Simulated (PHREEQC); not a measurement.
Solution (85 °C): 0.0064 mol KHCO3 and 0.0022 mol Na2HPO4 per kg of water. Closed to the air; pH follows from the charge balance.

Computed with PHREEQC (ion-association model, phreeqc.dat).

```json
[
 {"quantity": "pH", "before": "8.15", "after": "8.37"},
 {"quantity": "ionic strength (mol/kgw)", "before": "0.0129", "after": "0.00649"}
]
```

Problem. Which change was made?
(A) KHCO3 left out
(B) diluted 10-fold with water
(C) temperature from 85 to 50 °C
(D) Na2HPO4 left out
(E) diluted 100-fold with water

Solution. A, KHCO3 left out

This is a speciation only: nothing precipitates in the calculation. Away from 25 °C the constants follow the database's enthalpies or fits; those with neither stay at their 25 °C values.
